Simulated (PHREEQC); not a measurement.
A solution holds 0.019 mol NaNO3 per kg of water, at 73 °C. Closed to the air; pH follows from the charge balance.

Computed with PHREEQC (ion-association model, phreeqc.dat).

No solid was allowed to form.

Question: Predict the specific conductance.

Answer: specific conductance 4780 µS/cm.

Species that the database lacks are ignored. Away from 25 °C the constants follow the database's enthalpies or fits; those with neither stay at their 25 °C values.
